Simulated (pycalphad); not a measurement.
An equivalent pycalphad script:

```python
from pycalphad import Database, equilibrium, calculate, variables as v
import numpy as np
db = Database('COST507.tdb')
comps = ['TI', 'B', 'VA']
phases = ['B2M', 'B2TI', 'B4M3', 'B4TI3', 'BCC_A2', 'BETA_RHOMBO_B', 'BM', 'BTI', 'HCP_A3', 'LIQUID']
eq = equilibrium(db, comps, phases, {v.X('B'): 0.0464, v.T: np.arange(2850, 499, -100), v.P: 101325, v.N: 1}, output=['HM', 'SM'])
```

CALPHAD calculation (pycalphad, COST 507 light-alloy database (1999)), 1 atm. The database dates from 1999; later assessments differ in places, in temperatures and in the compounds included. Phase fractions are per mole of atoms. Diffusion is slow at the low end, where real alloys seldom reach equilibrium.

Results at three of the temperatures:

```
T = 2050.00 K, P = 101325 Pa, N = 1 mol of atoms
G = -136438 J/mol, H = 70008 J/mol, S = 100.71 J/(mol K)  (SER reference)
chemical potentials (J/mol): Ti -131872, B -230269
phase             fraction      x(Ti)       x(B)
LIQUID              1.0000     0.9536     0.0464
```

```
T = 1650.00 K, P = 101325 Pa, N = 1 mol of atoms
G = -99517 J/mol, H = 37062 J/mol, S = 82.78 J/(mol K)  (SER reference)
chemical potentials (J/mol): Ti -94743, B -197639
phase             fraction      x(Ti)       x(B)
BCC_A2              0.9109     0.9980     0.0020
BM                  0.0891     0.5000     0.5000
```

```
T = 1450.00 K, P = 101325 Pa, N = 1 mol of atoms
G = -83378 J/mol, H = 30549 J/mol, S = 78.57 J/(mol K)  (SER reference)
chemical potentials (J/mol): Ti -78162, B -190570
phase             fraction      x(Ti)       x(B)
BCC_A2              0.9104     0.9983     0.0017
BM                  0.0896     0.5000     0.5000
```

Changes of the phase set, refined by bisection:

```json
[
 {"T (°C)": "1575.8", "phases above": "LIQUID", "phases below": "BCC_A2 + LIQUID"},
 {"T (°C)": "1541.0", "phases above": "BCC_A2 + LIQUID", "phases below": "BCC_A2 + BM"},
 {"T (°C)": "883.0", "phases above": "BCC_A2 + BM", "phases below": "BM + HCP_A3"}
]
```

Database names, with the compositions (at.%) that they take in these runs: BM: Ti 50 B 50. BCC_A2 is bcc; HCP_A3 is hcp.
